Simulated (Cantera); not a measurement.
Input (Python, Cantera) and output of one run.

```python
import numpy as np
import cantera as ct

gas_names = [...]  # 143 gases of nasa_gas.yaml made of C, Cl, F, H, Si
cond_names = """
    C(gr) C6H6(L) C7H8(L) C8H18(L),n-octa Si(cr) Si(L) SiC(b)
""".split()


# ... load() reads the species with a 1 bar reference pressure and builds the phases ...
atoms = {
    'C2F6': {'C': 2, 'F': 6},
    'Si': {'Si': 1},
    'HCl': {'H': 1, 'CL': 1},
}
top_T = {'C(gr)': 4500, 'SiC(b)': 3050}  # K; cautious upper limits of use, not melting points


# ... equilibrate(T, P, feed) seeds the gas with the atoms and calls Mixture.equilibrate('TP', solver="vcs", rtol=1e-11, max_steps=5000) ...
results = []
feed = {'C2F6': 1, 'Si': 0.013, 'HCl': 0.09}  # mol
P = 13332.2  # Pa
for T in [1098, 1248, 1398, 1548, 1698, 1848, 1998, 2148, 2298, 2448, 2598, 2748, 2898, 3048]:
    mix = equilibrate(T, P, feed)
    results.append((T, P, feed, dict(zip(mix.species_names, mix.species_moles))))

top = {s: max(r[3][s] / sum(r[3][g] for g in gas_names) for r in results) for s in gas_names}
cols = sorted((s for s in top if top[s] > 1e-05), key=lambda s: -top[s])[:9]
seen = [c for c in cond_names if any(r[3].get(c, 0) > 1e-12 for r in results)]
print("log10 of partial pressures in bar; condensed amounts in mol")
print(f"{'T/K':>10s}" + "".join(f"{s[:9]:>10s}" for s in cols + seen))
for T, P, feed, n in results:
    ng = sum(n[g] for g in gas_names)
    print(f"{T:10.4g}" + "".join(f"{np.log10(max(n[s] / ng * P / 1e5, 1e-99)):10.3f}" for s in cols)
          + "".join(f"{n.get(c, 0):10.4g}" for c in seen))
```

It prints:

```
log10 of partial pressures in bar; condensed amounts in mol
       T/K       CF4         F       CF2        CF        HF        CL       CF3       CL2       HCL     C(gr)
      1098    -0.917    -9.967    -8.409   -15.918    -2.257    -4.185    -8.092    -2.709    -2.708    0.5249
      1248    -0.918    -8.159    -6.799   -13.134    -2.201    -3.445    -6.790    -2.657    -2.928    0.5274
      1398    -0.920    -6.739    -5.540   -10.951    -2.172    -2.898    -5.770    -2.689    -3.150    0.5292
      1548    -0.923    -5.594    -4.529    -9.195    -2.156    -2.519    -4.951    -2.844    -3.400    0.5308
      1698    -0.927    -4.651    -3.701    -7.753    -2.148    -2.301    -4.280    -3.160    -3.703    0.5314
      1848    -0.932    -3.861    -3.012    -6.549    -2.146    -2.206    -3.720    -3.602    -4.048    0.5277
      1998    -0.946    -3.192    -2.433    -5.529    -2.150    -2.176    -3.252    -4.081    -4.396    0.5116
      2148    -0.984    -2.622    -1.950    -4.661    -2.167    -2.180    -2.871    -4.553    -4.732    0.4644
      2298    -1.081    -2.143    -1.565    -3.925    -2.210    -2.217    -2.589    -5.033    -5.070     0.352
      2448    -1.300    -1.756    -1.295    -3.313    -2.294    -2.298    -2.442    -5.551    -5.428    0.1415
      2598    -1.676    -1.430    -1.208    -2.907    -2.404    -2.406    -2.479    -6.083    -5.800         0
      2748    -2.317    -1.248    -1.220    -2.527    -2.502    -2.503    -2.710    -6.558    -6.022         0
      2898    -3.110    -1.157    -1.306    -2.189    -2.557    -2.558    -3.065    -6.919    -6.085     0.123
      3048    -3.931    -1.080    -1.480    -1.974    -2.607    -2.606    -3.485    -7.245    -6.136    0.3305
```

Equilibrium computed with Cantera from the NASA thermochemical tables; the gas is ideal and each condensed phase is pure. The feed counts by its element totals alone. The tables' values for SiF3, C2F4 are old estimates; treat these amounts as uncertain. Gases not in the tables: C2F6 and larger saturated fluorocarbons.
